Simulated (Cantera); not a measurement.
**Thermodynamics of silicon oxide and oxynitride deposition, feed SiH2Cl2 + NO + N2**

Feed: 1 mol SiH2Cl2, 0.34 mol NO, 99 mol N2, held at 0.000410 bar.

Cantera equilibrium calculation (NASA polynomials, part measured and part estimated; ideal gas, pure solids and liquids). Candidate condensed phases: H2O, NH4Cl, Si, SiO2, Si2N2O, Si3N4; 47 gas species. Mutual solubility and eutectic melting of coexisting phases are not modelled. The tables' values for SiCl3 are old estimates; treat these amounts as uncertain. Rates play no part.

| T (K) | log p N2 | log p HCl | log p H2 | log p SiCl2 | n Si2N2O(s) | n Si3N4(s) |
|---|---|---|---|---|---|---|
| 723 | -3.40 | -5.20 | -6.02 | -14.41 | 0.340 | 0.0679 |
| 773 | -3.40 | -5.19 | -6.06 | -13.10 | 0.340 | 0.0714 |
| 823 | -3.40 | -5.18 | -6.10 | -11.95 | 0.340 | 0.0743 |
| 873 | -3.40 | -5.18 | -6.13 | -10.93 | 0.340 | 0.0766 |
| 923 | -3.40 | -5.17 | -6.16 | -10.03 | 0.340 | 0.0785 |
| 973 | -3.40 | -5.16 | -6.19 | -9.22 | 0.340 | 0.0800 |
| 1023 | -3.40 | -5.16 | -6.21 | -8.50 | 0.340 | 0.0811 |
| 1073 | -3.40 | -5.16 | -6.23 | -7.84 | 0.340 | 0.0814 |
| 1123 | -3.40 | -5.16 | -6.23 | -7.27 | 0.340 | 0.0797 |
| 1173 | -3.40 | -5.16 | -6.21 | -6.77 | 0.340 | 0.0732 |
| 1223 | -3.40 | -5.17 | -6.14 | -6.39 | 0.340 | 0.0587 |
| 1273 | -3.40 | -5.20 | -6.02 | -6.12 | 0.340 | 0.0356 |
log p: log10 of the partial pressure in bar; n: condensed amount in mol.

From 723 K to 1273 K the condensed part is Si2N2O(s) + Si3N4(s). The main Si-bearing gas is SiCl4 at 723 K and SiCl2 at 1273 K. The share of Si in condensed phases is highest at 1073 K (92.4 %) and lowest at 1273 K (78.7 %).
